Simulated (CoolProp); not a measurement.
Values from CoolProp's reference Helmholtz-energy equation of state, Smukala 2000.

Question: For ethylene, give the phase and the density (kg/m³), expansivity (1/kK) at 297.6 K and 0.76 MPa.

Answer: 
- 297.6 K and 0.76 MPa: gas; density 9.02, expansivity 3.87
